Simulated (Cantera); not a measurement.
Cantera run, input and output.

```python
import numpy as np
import cantera as ct

gas = ct.Solution("gri30.yaml")


def delay(T, t_max=10):
    gas.TPX = T, 100000, {'H2': 1, 'O2': 0.581, 'N2': 2.19, 'NO': 0.013}
    reactor = ct.IdealGasReactor(gas, clone=False)
    net = ct.ReactorNet([reactor])
    net.rtol, net.atol = 1e-8, 1e-16
    while net.time < t_max:
        t_old, T_old = net.time, reactor.T
        net.step()
        if reactor.T > T + 400:  # ignition: a rise of 400 K
            return t_old + (T + 400 - T_old) / (reactor.T - T_old) * (net.time - t_old)
    return np.nan


taus = []
for T in [998, 1048, 1098, 1148, 1198, 1248, 1298, 1348]:
    taus.append(delay(T))
    print(f"T0 = {T:6g} K   tau = {taus[-1]:.4e} s")
```

Output:

```
T0 =    998 K   tau = 1.8236e-04 s
T0 =   1048 K   tau = 1.1739e-04 s
T0 =   1098 K   tau = 8.0679e-05 s
T0 =   1148 K   tau = 5.8539e-05 s
T0 =   1198 K   tau = 4.4383e-05 s
T0 =   1248 K   tau = 3.4892e-05 s
T0 =   1298 K   tau = 2.8295e-05 s
T0 =   1348 K   tau = 2.3593e-05 s
```

Cantera simulation using GRI-Mech 3.0 (53 species, 325 reactions); the numbers are that mechanism's predictions, not measurements. The mechanism lacks 2 NO + O2 → 2 NO2 and HONO, so NO2 and the effect of NO are under-described below about 1400 K. Where the delays flatten at high temperature, the 400 K rule measures the pace of heat release, not the induction time.
